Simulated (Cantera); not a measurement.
A perfectly stirred reactor is fed with 82.6 % NH3, 17.4 % N2, at 0.133 bar; it is held at 1525 K, and followed from long to short residence time.

Model: the gas-phase N/H chemistry of the illustrative SiF4/NH3 mechanism in the Surface Chemkin manual (1991), integrated in Cantera. Walls and surfaces, which speed up NH3 decomposition in real reactors, are not modelled.

Problem. Predict: x(NH3) at τ = 6.70 s; x(H2) at τ = 6.70 s; x(NH) at τ = 6.70 s; x(N2) at τ = 6.70 s; x(N2H2) at τ = 6.70 s; x(NH3) at τ = 28.0 ms; x(H2) at τ = 28.0 ms; x(NH) at τ = 28.0 ms; x(N2) at τ = 28.0 ms; x(N2H2) at τ = 28.0 ms.

Solution. 
* **x(NH3) at τ = 6.70 s**: 0.749
* **x(H2) at τ = 6.70 s**: 0.0633
* **x(NH) at τ = 6.70 s**: 1.98e-7
* **x(N2) at τ = 6.70 s**: 0.187
* **x(N2H2) at τ = 6.70 s**: 6.15e-7
* **x(NH3) at τ = 28.0 ms**: 0.826
* **x(H2) at τ = 28.0 ms**: 0.000153
* **x(NH) at τ = 28.0 ms**: 7.19e-8
* **x(N2) at τ = 28.0 ms**: 0.174
* **x(N2H2) at τ = 28.0 ms**: 3.31e-7
